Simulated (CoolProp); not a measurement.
A simple Rankine cycle with n-pentane: condensing at 316.15 K, boiler at 0.431 MPa, turbine inlet 364.5 K, turbine efficiency 0.85, pump efficiency 0.8, no recuperator. Each further row changes one setting.

Computed with CoolProp (reference Helmholtz-energy equation of state, Thol 2019).

```
case                             thermal efficiency (%)  net work (kJ/kg)  heat in (kJ/kg)  turbine exit temperature (K)  volume ratio over the turbine
-------------------------------  ----------------------  ----------------  ---------------  ----------------------------  -----------------------------
as stated                                           8.8              38.0              431                         338.3                           3.40
turbine inlet 384.5 K                               8.6              40.8              473                         358.9                              …
condensing temperature 308.15 K                    10.3              46.3              450                         333.1                              …
boiler pressure 0.302 MPa                           6.4              27.8                …                         346.7                              …
turbine efficiency 0.75                             7.8              33.4              431                         340.7                           3.43
```

Q: Complete the blanks.

A: 
- turbine inlet 384.5 K, volume ratio over the turbine: 3.36
- condensing temperature 308.15 K, volume ratio over the turbine: 4.41
- boiler pressure 0.302 MPa, heat in (kJ/kg): 436
- boiler pressure 0.302 MPa, volume ratio over the turbine: 2.35
